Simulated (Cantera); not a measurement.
Feed: 1 mol SiF4, 0.0062 mol C2H4, 720 mol H2, equilibrated at 1223.15 K and 120 Torr.

Equilibrium computed with Cantera from the NASA thermochemical tables; the gas is ideal and each condensed phase is pure. Candidate condensed phases: C, C6H6, C7H8, C8H18, Si, SiC; 113 gas species. The tables' values for SiF3 are old estimates; treat these amounts as uncertain. Equilibrium is a limit: real reactors are often held back by kinetics, nucleation or transport.

Base state: H2 0.998, SiF4 0.00114, HF 0.000259, SiHF3 0.000188, SiF3 3.78e-5, CH4 1.72e-5, SiH2F2 1.50e-5 (mole fractions); condensed: gas only.

What changes in the equilibrium state with this change: SiF4 replaced by SiH2Cl2?


| species | before | after |
|---|---|---|
| H2 | 0.998 | 0.997 |
| HCl | 0 | 0.00273 |
| SiCl2 | 0 | 1.81e-5 |
| SiF4 | 0.00114 | 0 |
| HF | 0.000259 | 0 |
| SiHF3 | 0.000188 | 0 |
| SiF3 | 3.78e-5 | 0 |
| Si(s), mol | 0 | 0.975 |
| SiC(s), mol | 0 | 0.00944 |
Mutual solubility and eutectic melting of coexisting phases are not modelled.

What changes in the equilibrium state with this change: SiF4 replaced by SiCl4?


```tsv
species	before	after
H2	0.998	0.995
HCl	0	0.00535
SiCl2	0	7.00e-5
SiF4	0.00114	0
HF	0.000259	0
SiHF3	0.000188	0
SiF3	3.78e-5	0
SiH2F2	1.50e-5	0
Si(s), mol	0	0.926
SiC(s), mol	0	0.00946
```
Mutual solubility and eutectic melting of coexisting phases are not modelled.

What changes in the equilibrium state with this change: 0.57 mol Cl2 added?


| species | before | after |
|---|---|---|
| H2 | 0.998 | 0.997 |
| HCl | 0 | 0.00158 |
| SiF4 | 0.00114 | 0.00114 |
| SiH2F2 | 1.50e-5 | 1.49e-5 |
| SiHF3 | 0.000188 | 0.000187 |
| SiF3 | 3.78e-5 | 3.78e-5 |
| CH4 | 1.72e-5 | 1.72e-5 |
